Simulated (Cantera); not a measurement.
**Carbon deposition, reforming and gasification: C3H6 + H2 + N2 + O2**

Charge: 1 mol C3H6, 34 mol H2, 1.1 mol N2, 1.9 mol O2, at 0.0100 bar.

Equilibrium computed with Cantera from the NASA thermochemical tables; the gas is ideal and each condensed phase is pure. Candidate condensed phases: C, C6H6, C7H8, C8H18, H2O; 136 gas species. Kinetics and transport are ignored.

| T (K) | log p H2 | log p H | log p CO | log p N2 | log p H2O | log p OH | log p CO2 | log p O |
|---|---|---|---|---|---|---|---|---|
| 1298 | -2.05 | -7.00 | -3.14 | -3.57 | -3.73 | -10.56 | -5.06 | <-14 |
| 1398 | -2.05 | -6.35 | -3.14 | -3.57 | -3.73 | -9.73 | -5.15 | <-14 |
| 1498 | -2.05 | -5.79 | -3.14 | -3.57 | -3.72 | -9.01 | -5.22 | -12.81 |
| 1598 | -2.06 | -5.30 | -3.14 | -3.57 | -3.72 | -8.38 | -5.28 | -11.70 |
| 1698 | -2.06 | -4.87 | -3.14 | -3.57 | -3.72 | -7.82 | -5.34 | -10.73 |
| 1798 | -2.06 | -4.48 | -3.14 | -3.57 | -3.72 | -7.33 | -5.39 | -9.86 |
| 1898 | -2.06 | -4.14 | -3.14 | -3.57 | -3.72 | -6.89 | -5.43 | -9.09 |
| 1998 | -2.06 | -3.83 | -3.14 | -3.58 | -3.72 | -6.49 | -5.46 | -8.39 |
| 2098 | -2.07 | -3.55 | -3.14 | -3.58 | -3.73 | -6.13 | -5.50 | -7.75 |
| 2198 | -2.08 | -3.29 | -3.15 | -3.58 | -3.73 | -5.80 | -5.53 | -7.18 |
| 2298 | -2.10 | -3.07 | -3.16 | -3.59 | -3.74 | -5.51 | -5.55 | -6.64 |
| 2398 | -2.12 | -2.86 | -3.17 | -3.60 | -3.76 | -5.24 | -5.58 | -6.16 |
| 2498 | -2.16 | -2.68 | -3.19 | -3.62 | -3.80 | -5.00 | -5.61 | -5.71 |
| 2598 | -2.22 | -2.53 | -3.21 | -3.64 | -3.85 | -4.79 | -5.65 | -5.29 |
log p: log10 of the partial pressure in bar; nothing condenses.

From 1298 K to 2598 K nothing is condensed. The main C-bearing gas is CO throughout.
